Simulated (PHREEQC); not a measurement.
## Brine

Dissolve 1.4 mol/kgw NaCl at 25 °C. Closed to the air; pH follows from the charge balance.

All values are PHREEQC results (Pitzer model, pitzer.dat), not measurements.

This is a speciation only: nothing precipitates in the calculation.

Q: Estimate the activity of water.

A: activity of water 0.953.
